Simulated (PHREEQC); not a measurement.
Dissolve 0.012 mol PbCl2 per kg of water at 25 °C. It is in equilibrium with CO2 at log p = -1 (atm). Otherwise closed; pH follows from the charge balance.

Model: ion-association model, phreeqc.dat, run in PHREEQC.

```tsv
quantity	before	after
pH	4.07	4.39
ionic strength (mol/kgw)	0.0286	0.000393
Cl- (mol/kgw)	0.0203	0.000239
Pb+2 (mol/kgw)	0.00831	0.000116
PbCl+ (mol/kgw)	0.00353	1.00e-6
PbCl2 (mol/kgw)	8.16e-5	3.64e-10
SI of Cerussite (PbCO3)	-0.23	-1.21
SI of Pb(OH)2 (Pb(OH)2)	-2.36	-3.34
```

Task: Name the change that produced these shifts.
(A) temperature from 25 to 15 °C
(B) diluted 100-fold with water
(C) PbCl2 from 0.012 to 0.0024 mol/kgw
(D) diluted 5-fold with water

Result: B, diluted 100-fold with water

Precipitation was switched off in this run.
